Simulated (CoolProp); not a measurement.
Vapour-liquid equilibrium of acetone (1) + n-dodecane (2) at 172.05 °C; x and y are mole fractions of (1).

The numbers come from the multi-fluid Helmholtz-energy mixture model, Lemmon 2006 and Lemmon 2004; pair parameters Bell 2016 in CoolProp.

**Question.** Give the bubble pressure and the first vapour's composition at x = 0.15, 0.35, 0.45. Is there an azeotrope?

**Answer.** x = 0.15: 2.937 bar, y = 0.897; x = 0.35: 7.003 bar, y = 0.958; x = 0.45: 8.657 bar, y = 0.966. No azeotrope shows between x = 0.05 and 0.95.

The pair parameters rest on a limited set of measurements; away from them the model extrapolates. The gap from Raoult's law changes sign with composition, which may be real or a fault of the pair parameters; it wasn't checked against measurements.
